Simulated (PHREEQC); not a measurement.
Make-up at 25 °C: 1.5e-05 mol/kgw CdCl2, 1.4e-06 mol/kgw CuCl2, 0.00061 mol/kgw H2SO4 and 0.00013 mol/kgw Na2SO4. Closed to the air; pH follows from the charge balance.

Computed with PHREEQC (ion-association model, phreeqc.dat).

No solid was allowed to form.

Predict the pH.

pH 2.96.

In which forms is Cd present?

Cd+2 88 %, CdSO4 11 % of the Cd.
